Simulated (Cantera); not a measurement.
Cantera run:

```python
import numpy as np
import cantera as ct

gas_names = """
    N NO NO2 NO3 N2 N2O O O2 O3 Si SiN SiO SiO2 Si2 Si2N Si3
""".split()
cond_names = """
    Si(cr) Si(L) SiO2(Lqz) SiO2(hqz) SiO2(L) Si2N2O(s) Si3N4(a)
""".split()


# ... load() reads the species with a 1 bar reference pressure and builds the phases ...
atoms = {
    'Si': {'Si': 1},
    'N2O': {'N': 2, 'O': 1},
    'N2': {'N': 2},
}
top_T = {'Si2N2O(s)': 2100, 'Si3N4(a)': 2400}  # K; cautious upper limits of use, not melting points


# ... equilibrate(T, P, feed) seeds the gas with the atoms and calls Mixture.equilibrate('TP', solver="vcs", rtol=1e-11, max_steps=5000) ...
results = []
T = 1798  # K
P = 13332.2  # Pa
for m in [0.14, 0.16, 0.19, 0.23, 0.27, 0.32, 0.38, 0.45, 0.54, 0.64, 0.75, 0.89]:
    feed = {'Si': 1, 'N2O': m, 'N2': 300}  # mol
    mix = equilibrate(T, P, feed)
    results.append((T, P, feed, dict(zip(mix.species_names, mix.species_moles))))
    x = sorted(zip(gas.X, gas.species_names), reverse=True)
    print(f"T = {T:g} K  P = {P:g} Pa  n(N2O) = {m:g} mol  gas = {mix.phase_moles(0):.4g} mol")
    print("   x: " + "  ".join(f"{s} {v:.3e}" for v, s in x if v > 0.0001))
    print("   condensed (mol): " + ("  ".join(f"{mix.phase(i).name} {mix.phase_moles(i):.4g}"
          for i in range(1, mix.n_phases) if mix.phase_moles(i) > 1e-12) or "none"))
```

Output:

```
T = 1798 K  P = 13332.2 Pa  n(N2O) = 0.14 mol  gas = 299.7 mol
   x: N2 9.995e-01  SiO 4.671e-04
   condensed (mol): Si3N4(a) 0.2862
T = 1798 K  P = 13332.2 Pa  n(N2O) = 0.16 mol  gas = 299.8 mol
   x: N2 9.995e-01  SiO 5.338e-04
   condensed (mol): Si3N4(a) 0.2795
T = 1798 K  P = 13332.2 Pa  n(N2O) = 0.19 mol  gas = 299.8 mol
   x: N2 9.994e-01  SiO 6.337e-04
   condensed (mol): Si3N4(a) 0.2695
T = 1798 K  P = 13332.2 Pa  n(N2O) = 0.23 mol  gas = 299.9 mol
   x: N2 9.992e-01  SiO 7.668e-04
   condensed (mol): Si3N4(a) 0.2562
T = 1798 K  P = 13332.2 Pa  n(N2O) = 0.27 mol  gas = 300.1 mol
   x: N2 9.991e-01  SiO 8.998e-04
   condensed (mol): Si3N4(a) 0.2429
T = 1798 K  P = 13332.2 Pa  n(N2O) = 0.32 mol  gas = 300.1 mol
   x: N2 9.990e-01  SiO 9.534e-04
   condensed (mol): Si2N2O(s) 0.03386  Si3N4(a) 0.2149
T = 1798 K  P = 13332.2 Pa  n(N2O) = 0.38 mol  gas = 300.2 mol
   x: N2 9.990e-01  SiO 9.534e-04
   condensed (mol): Si2N2O(s) 0.09378  Si3N4(a) 0.1749
T = 1798 K  P = 13332.2 Pa  n(N2O) = 0.45 mol  gas = 300.3 mol
   x: N2 9.990e-01  SiO 9.534e-04
   condensed (mol): Si2N2O(s) 0.1637  Si3N4(a) 0.1283
T = 1798 K  P = 13332.2 Pa  n(N2O) = 0.54 mol  gas = 300.4 mol
   x: N2 9.990e-01  SiO 9.534e-04
   condensed (mol): Si2N2O(s) 0.2536  Si3N4(a) 0.06835
T = 1798 K  P = 13332.2 Pa  n(N2O) = 0.64 mol  gas = 300.6 mol
   x: N2 9.990e-01  SiO 9.534e-04
   condensed (mol): Si2N2O(s) 0.3534  Si3N4(a) 0.001721
T = 1798 K  P = 13332.2 Pa  n(N2O) = 0.75 mol  gas = 301 mol
   x: N2 9.983e-01  SiO 1.664e-03
   condensed (mol): Si2N2O(s) 0.2492
T = 1798 K  P = 13332.2 Pa  n(N2O) = 0.89 mol  gas = 301.6 mol
   x: N2 9.974e-01  SiO 2.588e-03
   condensed (mol): Si2N2O(s) 0.1095
```

These are equilibrium values from Cantera (NASA tables, ideal gas, pure condensed phases), not measurements of a reactor. Mutual solubility and eutectic melting of coexisting phases are not modelled.
